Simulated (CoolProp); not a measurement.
The fluid at 298.15 K and 0.46 MPa flows at 3.3 m/s in a round tube of 1 mm bore and 45 µm roughness, fully developed (64/Re and Nu = 3.66 if laminar; Colebrook and Gnielinski if turbulent). The same conditions are run with several fluids, on thermodynamics alone (safety and materials aside).

Computed with CoolProp (reference Helmholtz-energy equation of state of each fluid (ammonia: Gao 2020; carbon dioxide: Span 1996; nitrogen: Span 2000; normal hydrogen: Leachman 2009; dry air: Lemmon 2000)). Blends and air are pseudo-pure fits.

```
fluid            Reynolds number  Darcy friction factor  pressure drop (Pa/m)  heat-transfer coefficient (W/(m² K))  mass flow (kg/h)
---------------  ---------------  ---------------------  --------------------  ------------------------------------  ----------------
ammonia                     1100                 0.0583                  1060                                  92.9            0.0310
carbon dioxide              1850                 0.0347                  1580                                  61.6            0.0780
nitrogen                     962                 0.0665                  1890                                  95.0            0.0485
normal hydrogen              138                  0.463                   940                                   682           0.00348
dry air                      960                 0.0667                  1950                                  96.5            0.0502
```

Transport values come from each fluid's own correlations.
